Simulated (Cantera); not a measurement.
Input: 1 mol MgO, 0.37 mol O2, 0.71 mol H2O, at 802 °C and 100 Torr.

Equilibrium computed with Cantera from the NASA thermochemical tables; the gas is ideal and each condensed phase is pure. Candidate condensed phases: H2O, Mg, MgO, Mg(OH)2; 15 gas species. Equilibrium is a limit: real reactors are often held back by kinetics, nucleation or transport.

Base state: H2O 0.657, O2 0.343 (mole fractions); condensed: MgO(s).

What changes in the equilibrium state with this change: temperature from 802 °C to 1502 °C?


```csv
species,before,after
H2O,0.657,0.655
O2,0.343,0.342
OH,2.16e-6,0.00283
O,2.10e-9,0.000153
H2,2.16e-9,0.000131
"MgO(s), mol",1.00,1.000
```

What changes in the equilibrium state with this change: MgO replaced by Fe2O3?


```
species        before  after
-------------  ------  -----
H2O             0.657  0.657
O2              0.343  0.343
MgO(s), mol      1.00      0
Fe2O3(s), mol       0   1.00
```
Further candidate phases: Fe, FeO, Fe(OH)2, Fe(OH)3, Fe2O3, Fe3O4.
